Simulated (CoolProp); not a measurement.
The numbers come from the reference Helmholtz-energy equation of state, McLinden 2020 in CoolProp.

**Question.** For R1336mzz(Z), give the phase and the density (kg/m³), cv (kJ/(kg K)), speed of sound (m/s), Joule-Thomson coefficient (K/MPa) at 109.25 °C and 20.3 bar; 109.25 °C and 29 bar.

**Answer.** 
- 109.25 °C and 20.3 bar: liquid; density 1120, cv 1.02, speed of sound 351, Joule-Thomson coefficient 0.195
- 109.25 °C and 29 bar: liquid; density 1130, cv 1.02, speed of sound 365, Joule-Thomson coefficient 0.147
